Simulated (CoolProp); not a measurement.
Vinyl chloride at several states: fugacity coefficient from the reference equation and from simpler models built on Tc = 151.9 °C, pc = 5600 kPa, ω = 0.160; each cubic takes its own stable root.

Model: reference Helmholtz-energy equation of state, Thol 2022, in CoolProp.

```
T (°C)  p (kPa)   phase  reference
------  -------  ------  ---------
-23.25       53     gas     0.9833
153.35      182     gas     0.9896
91.55      1220     gas     0.8854
126.95      161     gas     0.9887
4.75      20500  liquid    0.01700
```

Q: How far does each simpler model (van der Waals, Redlich-Kwong, Soave-Redlich-Kwong) lie from the reference over these 5 states: mean and median of the absolute difference, and the worst?

A: 
- van der Waals: mean 76.2 %, median 0.7 %, worst +377.5 % at 4.75 °C and 20500 kPa
- Redlich-Kwong: mean 7.2 %, median 0.2 %, worst +35.5 % at 4.75 °C and 20500 kPa
- Soave-Redlich-Kwong: mean 0.8 %, median 0.2 %, worst +3.5 % at 4.75 °C and 20500 kPa
